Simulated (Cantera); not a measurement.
Feed: 1 mol SiO2, 13 mol CO, 0.34 mol H2, held at 27.0 Pa.

Method: chemical equilibrium by Gibbs-energy minimisation in Cantera with the NASA 1993 tables (ideal gas, pure condensed phases). Candidate condensed phases: C, C6H6, C7H8, C8H18, H2O, Si, SiC, SiO2; 123 gas species. The tables hold silica as quartz up to 1696 K and as liquid above; real silica turns to tridymite and cristobalite and melts near 1996 K. Rates play no part.

Which condensed phases are stable at each of these points (T (K)): 1675, 1725, 1775, 1825, 1875, 1925, 1975, 2025, 2075, 2125, 2175, 2225, 2275, 2325?


```json
[
 {"T (K)": "1675", "condensed phases": "SiO2(β-quartz)", "Si condensed (%)": "81.8"},
 {"T (K)": "1725", "condensed phases": "SiO2(condensed)", "Si condensed (%)": "69.3"},
 {"T (K)": "1775", "condensed phases": "SiO2(condensed)", "Si condensed (%)": "49.9"},
 {"T (K)": "1825", "condensed phases": "SiO2(condensed)", "Si condensed (%)": "20.5"},
 {"T (K)": "1875", "condensed phases": "gas only", "Si condensed (%)": "0.0"},
 {"T (K)": "1925", "condensed phases": "gas only", "Si condensed (%)": "0.0"},
 {"T (K)": "1975", "condensed phases": "gas only", "Si condensed (%)": "0.0"},
 {"T (K)": "2025", "condensed phases": "gas only", "Si condensed (%)": "0.0"},
 {"T (K)": "2075", "condensed phases": "gas only", "Si condensed (%)": "0.0"},
 {"T (K)": "2125", "condensed phases": "gas only", "Si condensed (%)": "0.0"},
 {"T (K)": "2175", "condensed phases": "gas only", "Si condensed (%)": "0.0"},
 {"T (K)": "2225", "condensed phases": "gas only", "Si condensed (%)": "0.0"},
 {"T (K)": "2275", "condensed phases": "gas only", "Si condensed (%)": "0.0"},
 {"T (K)": "2325", "condensed phases": "gas only", "Si condensed (%)": "0.0"}
]
```

At 1675 K the condensed part is SiO2(β-quartz). From 1725 K to 1825 K the condensed part is SiO2(condensed). From 1875 K to 2325 K nothing is condensed.
